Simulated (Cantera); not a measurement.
A Cantera script and its output.

```python
import numpy as np
import cantera as ct

gas = ct.Solution("gri30.yaml")
gas.TPX = 448, 45000, {'CH3OH': 1, 'O2': 1.15, 'N2': 4.34}
flame = ct.FreeFlame(gas, width=0.07)
flame.set_refine_criteria(ratio=3, slope=0.08, curve=0.16)
flame.transport_model = "mixture-averaged"
flame.solve(loglevel=0, auto=True)
z, T = flame.grid, flame.T
thick = (T[-1] - T[0]) / np.gradient(T, z).max()
show = ['CH3OH', 'O2', 'C2H6', 'H2O2', 'C2H', 'N2O']
print(f"laminar burning velocity  {flame.velocity[0] * 100:.3f} cm/s")
print(f"burnt temperature         {T[-1]:.1f} K")
print(f"thermal thickness         {thick * 1e3:.4f} mm")
print(f"grid points               {len(z)}")
z0 = z[flame.heat_release_rate.argmax()]
print(f"{'z/mm':>9s}{'T/K':>9s}{'u/(m/s)':>9s}" + "".join(f"{s:>11s}" for s in show))
rows = []
for k in (-3, -2, -1.5, -1, -0.5, -0.25, 0, 0.25, 0.5, 1, 2, 4, 8):
    zz = z0 + k * thick
    rows.append([k * thick, np.interp(zz, z, T), np.interp(zz, z, flame.velocity),
                 *(np.interp(zz, z, flame.X[gas.species_index(s)]) for s in show)])
    print(f"{rows[-1][0] * 1e3:9.3f}{rows[-1][1]:9.1f}{rows[-1][2]:9.3f}" + "".join(f"{x:11.3e}" for x in rows[-1][3:]))
```

Output:

```
laminar burning velocity  106.732 cm/s
burnt temperature         2175.5 K
thermal thickness         0.4997 mm
grid points               134
     z/mm      T/K  u/(m/s)      CH3OH         O2       C2H6       H2O2        C2H        N2O
   -1.499    448.2    1.071  1.536e-01  1.767e-01  1.414e-11  4.441e-07  4.144e-33  3.185e-13
   -0.999    451.2    1.084  1.527e-01  1.754e-01  3.846e-10  7.107e-06  2.345e-29  7.927e-12
   -0.750    462.0    1.118  1.512e-01  1.734e-01  2.431e-09  3.206e-05  9.899e-27  4.731e-11
   -0.500    531.5    1.308  1.452e-01  1.660e-01  2.619e-08  2.018e-04  3.566e-22  4.658e-10
   -0.250    904.9    2.330  1.089e-01  1.325e-01  3.223e-07  1.185e-03  5.285e-15  5.119e-09
   -0.125   1287.2    3.442  6.087e-02  9.609e-02  8.423e-07  1.706e-03  1.491e-11  1.302e-08
    0.000   1669.2    4.635  1.086e-02  5.824e-02  1.111e-06  2.314e-04  1.731e-09  2.407e-08
    0.125   1808.2    5.070  2.553e-04  3.455e-02  1.444e-07  1.356e-06  6.113e-09  2.377e-08
    0.250   1842.8    5.155  1.356e-06  2.030e-02  2.173e-09  2.115e-07  2.710e-09  2.116e-08
    0.500   1879.2    5.224  9.641e-10  9.792e-03  2.873e-13  1.949e-07  8.619e-11  1.833e-08
    0.999   1919.1    5.300  5.649e-13  6.295e-03  6.051e-19  1.578e-07  1.085e-13  1.598e-08
    1.999   1965.9    5.407  7.237e-16  4.885e-03  9.908e-25  1.205e-07  6.427e-18  1.474e-08
    3.997   2022.3    5.540  6.385e-16  3.522e-03  6.445e-28  8.503e-08  2.109e-21  1.364e-08
```

Model: GRI-Mech 3.0 (53 species, 325 reactions), integrated in Cantera. GRI-Mech 3.0 was tuned for natural gas; its chemistry of methanol as a main component is partial and can be far from experiment. Burning velocities carry a grid error of a few per cent, more on coarse grids.
